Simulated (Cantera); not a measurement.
Adiabatic ignition

An adiabatic, constant-volume homogeneous reactor starts with CH₄ : O₂ : N₂ = 1 : 2.67 : 22.7 (molar parts), at 1350 K and 3.26 atm.

Detailed kinetics in Cantera: GRI-Mech 3.0 (53 species, 325 reactions).

| t (s) | T (K) | P (bar) | x CH₄ | x O₂ | x CO₂ | x HCO | x H₂O₂ |
|---|---|---|---|---|---|---|---|
| 2.00e-6 | 1350 | 3.30 | 0.0379 | 0.101 | <1e-12 | <1e-12 | 3.99e-11 |
| 7.43e-6 | 1350 | 3.30 | 0.0379 | 0.101 | <1e-12 | <1e-12 | 4.67e-10 |
| 2.76e-5 | 1350 | 3.30 | 0.0379 | 0.101 | <1e-12 | <1e-12 | 3.83e-9 |
| 0.000102 | 1350 | 3.30 | 0.0379 | 0.101 | 4.95e-11 | <1e-12 | 1.71e-8 |
| 0.000381 | 1350 | 3.30 | 0.0379 | 0.101 | 7.37e-9 | 4.39e-11 | 3.28e-8 |
| 0.00141 | 1352 | 3.30 | 0.0376 | 0.101 | 3.19e-7 | 1.06e-9 | 9.89e-8 |
| 0.00525 | 2349 | 5.75 | <1e-12 | 0.0253 | 0.0363 | 1.87e-10 | 1.40e-7 |
| 0.0195 | 2342 | 5.74 | <1e-12 | 0.0240 | 0.0364 | 1.79e-10 | 1.34e-7 |
| 0.0725 | 2335 | 5.72 | <1e-12 | 0.0227 | 0.0364 | 1.72e-10 | 1.28e-7 |
| 0.269 | 2335 | 5.72 | <1e-12 | 0.0226 | 0.0364 | 1.72e-10 | 1.28e-7 |
| 1.00 | 2335 | 5.72 | <1e-12 | 0.0226 | 0.0364 | 1.72e-10 | 1.28e-7 |
x: mole fraction; the columns are a selection and need not sum to one.

The time of steepest temperature rise is 4.40 ms and the temperature at 1.00 s comes out as 2335 K. The equilibrium temperature comes out as 2335 K. The x(CH₄) at 1.00 s is <1e-12 (gas-phase equilibrium <1e-12), the x(O₂) at 1.00 s is 0.0226 (gas-phase equilibrium 0.0226) and the x(CO₂) at 1.00 s comes out as 0.0364 (gas-phase equilibrium 0.0364).
